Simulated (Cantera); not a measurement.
Charge: 1 mol Ta, 6.5 mol N₂O, equilibrated at 1.00 Torr.

Method: chemical equilibrium by Gibbs-energy minimisation in Cantera with the NASA 1993 tables (ideal gas, pure condensed phases). Candidate condensed phases: Ta, Ta₂O₅; 12 gas species. Equilibrium is a limit: real reactors are often held back by kinetics, nucleation or transport.

x: gas mole fraction; n: condensed amount in mol.

```json
[
 {"T (K)": "1775", "x N₂": "0.762", "x O₂": "0.233", "x O": "0.00126", "x TaO₂": "1.13e-8", "x NO": "0.00395", "n Ta₂O₅(s)": "0.500", "n Ta₂O₅(l)": "0"},
 {"T (K)": "1850", "x N₂": "0.761", "x O₂": "0.231", "x O": "___", "x TaO₂": "___", "x NO": "___", "n Ta₂O₅(s)": "0.500", "n Ta₂O₅(l)": "0"},
 {"T (K)": "1925", "x N₂": "0.760", "x O₂": "0.229", "x O": "___", "x TaO₂": "___", "x NO": "___", "n Ta₂O₅(s)": "0.500", "n Ta₂O₅(l)": "0"},
 {"T (K)": "2000", "x N₂": "0.757", "x O₂": "0.226", "x O": "0.00871", "x TaO₂": "4.35e-6", "x NO": "0.00779", "n Ta₂O₅(s)": "0.500", "n Ta₂O₅(l)": "0"},
 {"T (K)": "2075", "x N₂": "0.754", "x O₂": "0.221", "x O": "0.0150", "x TaO₂": "2.29e-5", "x NO": "0.00938", "n Ta₂O₅(s)": "0", "n Ta₂O₅(l)": "0.500"},
 {"T (K)": "2150", "x N₂": "0.750", "x O₂": "0.214", "x O": "0.0248", "x TaO₂": "9.75e-5", "x NO": "0.0111", "n Ta₂O₅(s)": "0", "n Ta₂O₅(l)": "0.500"},
 {"T (K)": "2225", "x N₂": "0.743", "x O₂": "0.205", "x O": "0.0392", "x TaO₂": "0.000375", "x NO": "0.0128", "n Ta₂O₅(s)": "0", "n Ta₂O₅(l)": "0.498"},
 {"T (K)": "2300", "x N₂": "0.733", "x O₂": "0.191", "x O": "0.0595", "x TaO₂": "0.00132", "x NO": "0.0144", "n Ta₂O₅(s)": "0", "n Ta₂O₅(l)": "0.494"},
 {"T (K)": "2375", "x N₂": "0.720", "x O₂": "0.174", "x O": "0.0865", "x TaO₂": "0.00429", "x NO": "0.0159", "n Ta₂O₅(s)": "0", "n Ta₂O₅(l)": "0.481"},
 {"T (K)": "2450", "x N₂": "0.698", "x O₂": "0.152", "x O": "0.120", "x TaO₂": "0.0130", "x NO": "0.0168", "n Ta₂O₅(s)": "0", "n Ta₂O₅(l)": "0.440"},
 {"T (K)": "2525", "x N₂": "0.659", "x O₂": "0.127", "x O": "0.160", "x TaO₂": "0.0374", "x NO": "0.0171", "n Ta₂O₅(s)": "0", "n Ta₂O₅(l)": "0.318"},
 {"T (K)": "2600", "x N₂": "0.592", "x O₂": "0.0992", "x O": "0.201", "x TaO₂": "0.0921", "x NO": "0.0162", "n Ta₂O₅(s)": "0", "n Ta₂O₅(l)": "0"}
]
```

Problem. Fill in the missing entries.

Solution. 
- 1925, x O: 0.00482
- 1925, x TaO₂: 7.01e-7
- 1925, x NO: 0.00634
- 1850, x O: 0.00254
- 1850, x TaO₂: 9.69e-8
- 1850, x NO: 0.00506
